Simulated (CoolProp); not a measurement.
Vapour-liquid equilibrium of n-heptane (1) + p-xylene (2) at 188.05 °C; x and y are mole fractions of (1).

Values from CoolProp's multi-fluid Helmholtz-energy mixture model, Span 2003 and Zhou 2012; pair parameters Bell 2016.

Question: Give the bubble pressure and the first vapour's composition at x = 0.05, 0.8, 0.95. Is there an azeotrope?

Answer: x = 0.05: 3.544 bar, y = 0.119; x = 0.8: 7.069 bar, y = 0.880; x = 0.95: 7.721 bar, y = 0.970. No azeotrope shows between x = 0.05 and 0.95.

Pair parameters are fitted to limited data, so mixtures are less certain than the pure fluids.
